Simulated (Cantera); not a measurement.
An isothermal, constant-pressure homogeneous reactor starts with 20.0 % H2, 80.0 % O2, at 1173 K and 10.00 Torr.

Computed with Cantera and GRI-Mech 3.0 (53 species, 325 reactions). Radical loss at walls, strong at low pressure, is not modelled. The temperature is held fixed by assumption; the heat of reaction is taken as removed at once.

x: mole fraction; the columns are a selection and need not sum to one.

```csv
t (s),x H2,x O2,x OH,x HO2,x H2O,x H2O2
2.00e-6,0.200,0.800,2.84e-12,1.74e-10,<1e-12,<1e-12
9.82e-6,0.200,0.800,5.92e-11,8.56e-10,1.19e-11,<1e-12
4.82e-5,0.200,0.800,9.04e-10,4.20e-9,9.58e-10,1.29e-12
0.000237,0.200,0.800,(withheld),2.09e-8,9.74e-8,3.11e-11
0.00116,0.178,0.788,(withheld),4.33e-6,0.0157,6.44e-8
0.00571,0.00715,0.715,(withheld),9.70e-6,0.175,3.26e-7
0.0280,0.00132,0.768,(withheld),8.11e-6,0.216,4.17e-7
0.138,4.74e-5,0.777,(withheld),1.35e-6,0.222,1.38e-7
0.676,3.05e-6,0.778,(withheld),1.33e-7,0.222,2.89e-8
3.32,3.68e-7,0.778,(withheld),2.09e-8,0.222,6.16e-9
16.3,6.11e-8,0.778,(withheld),9.70e-9,0.222,1.35e-9
80.0,1.78e-8,0.778,(withheld),1.27e-8,0.222,4.67e-10
```

Task: Some entries are withheld; supply them.

Result: 
- 0.000237, x OH: 2.58e-8
- 0.00116, x OH: 0.00321
- 0.00571, x OH: 0.00806
- 0.0280, x OH: 0.00349
- 0.138, x OH: 0.000665
- 0.676, x OH: 0.000172
- 3.32, x OH: 6.06e-5
- 16.3, x OH: 2.48e-5
- 80.0, x OH: 1.34e-5
